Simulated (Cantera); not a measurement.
A Cantera script and what it prints.

```python
import numpy as np
import cantera as ct

gas_names = """
    CL CL2 H HCL H2 N NH NH2 NH3 N2 N2H2 N2H4 Si SiCL SiCL2 SiCL3 SiCL4 SiH SiHCL3 SiH2 SiH2CL2 SiH3
    SiH3CL SiH4 SiN Si2 Si2N Si3
""".split()
cond_names = """
    NH4CL(a) NH4CL(b) Si(cr) Si(L) Si3N4(a)
""".split()


# ... load() reads the species with a 1 bar reference pressure and builds the phases ...
atoms = {
    'SiCl4': {'Si': 1, 'CL': 4},
    'NH3': {'N': 1, 'H': 3},
    'N2': {'N': 2},
}
top_T = {'Si3N4(a)': 2400}  # K; cautious upper limits of use, not melting points


# ... equilibrate(T, P, feed) seeds the gas with the atoms and calls Mixture.equilibrate('TP', solver="vcs", rtol=1e-11, max_steps=5000) ...
results = []
feed = {'SiCl4': 1, 'NH3': 1.4, 'N2': 14}  # mol
T = 1198  # K
for P in [5, 17, 59, 210, 710, 2400, 8400, 29000, 100000]:
    mix = equilibrate(T, P, feed)
    results.append((T, P, feed, dict(zip(mix.species_names, mix.species_moles))))
    x = sorted(zip(gas.X, gas.species_names), reverse=True)
    print(f"T = {T:g} K  P = {P:g} Pa  gas = {mix.phase_moles(0):.4g} mol")
    print("   x: " + "  ".join(f"{s} {v:.3e}" for v, s in x if v > 0.0001))
    print("   condensed (mol): " + ("  ".join(f"{mix.phase(i).name} {mix.phase_moles(i):.4g}"
          for i in range(1, mix.n_phases) if mix.phase_moles(i) > 1e-12) or "none"))
```

Result:

```
T = 1198 K  P = 5 Pa  gas = 18.29 mol
   x: N2 7.817e-01  HCL 1.633e-01  H2 3.313e-02  SiCL2 1.473e-02  SiCL4 4.420e-03  SiCL3 2.713e-03
   condensed (mol): Si3N4(a) 0.1999
T = 1198 K  P = 17 Pa  gas = 18.18 mol
   x: N2 7.836e-01  HCL 1.671e-01  H2 3.197e-02  SiCL4 7.811e-03  SiCL2 7.055e-03  SiCL3 2.496e-03
   condensed (mol): Si3N4(a) 0.2279
T = 1198 K  P = 59 Pa  gas = 18.11 mol
   x: N2 7.854e-01  HCL 1.659e-01  H2 3.297e-02  SiCL4 1.080e-02  SiCL2 2.939e-03  SiCL3 1.895e-03
   condensed (mol): Si3N4(a) 0.2386
T = 1198 K  P = 210 Pa  gas = 18.07 mol
   x: N2 7.871e-01  HCL 1.621e-01  H2 3.512e-02  SiCL4 1.322e-02  SiCL3 1.298e-03  SiCL2 1.128e-03
   condensed (mol): Si3N4(a) 0.2386
T = 1198 K  P = 710 Pa  gas = 18.05 mol
   x: N2 7.885e-01  HCL 1.571e-01  H2 3.772e-02  SiCL4 1.517e-02  SiCL3 8.664e-04  SiCL2 4.376e-04
   condensed (mol): Si3N4(a) 0.2336
T = 1198 K  P = 2400 Pa  gas = 18.03 mol
   x: N2 7.900e-01  HCL 1.515e-01  H2 4.061e-02  SiCL4 1.696e-02  SiCL3 5.669e-04  SiCL2 1.676e-04  SiHCL3 1.223e-04
   condensed (mol): Si3N4(a) 0.2262
T = 1198 K  P = 8400 Pa  gas = 18.02 mol
   x: N2 7.916e-01  HCL 1.453e-01  H2 4.378e-02  SiCL4 1.874e-02  SiCL3 3.623e-04  SiHCL3 1.518e-04
   condensed (mol): Si3N4(a) 0.2173
T = 1198 K  P = 29000 Pa  gas = 18.01 mol
   x: N2 7.931e-01  HCL 1.389e-01  H2 4.703e-02  SiCL4 2.046e-02  SiCL3 2.309e-04  SiHCL3 1.863e-04
   condensed (mol): Si3N4(a) 0.2078
T = 1198 K  P = 100000 Pa  gas = 18 mol
   x: N2 7.947e-01  HCL 1.324e-01  H2 5.037e-02  SiCL4 2.218e-02  SiHCL3 2.270e-04  SiCL3 1.464e-04
   condensed (mol): Si3N4(a) 0.198
```

Cantera equilibrium calculation (NASA polynomials, part measured and part estimated; ideal gas, pure solids and liquids). The tables' values for SiCl3 are old estimates; treat these amounts as uncertain.
